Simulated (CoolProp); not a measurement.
Vapour-liquid equilibrium of propane (1) + sulfur dioxide (2) at 21.65 °C; x and y are mole fractions of (1).

Values from CoolProp's multi-fluid Helmholtz-energy mixture model, Lemmon 2009 and Gao 2016; pair parameters Bell 2016.

| x | bubble pressure (kPa) | y at the bubble point | dew pressure at overall composition x (kPa) | liquid density (mol/L) |
|---|---|---|---|---|
| 0.05 | 668.9 | 0.474 | 369.0 | 20.57 |
| 0.2 | 973.3 | 0.648 | 439.5 | 18.14 |
| 0.35 | 992.3 | 0.657 | 541.7 | 16.14 |
| 0.5 | 995.0 | 0.660 | 702.5 | 14.52 |
| 0.65 | 1006 | 0.685 | 978.6 | 13.24 |
| 0.8 | 999.0 | 0.754 | 981.6 | 12.25 |
| 0.95 | 924.8 | 0.910 | 902.1 | 11.49 |

y crosses x between x = 0.65 and 0.8: the model has an azeotrope there.

Pair parameters are fitted to limited data, so mixtures are less certain than the pure fluids. With so large a gap from Raoult's law the liquid may split in two, which this calculation doesn't test in full.
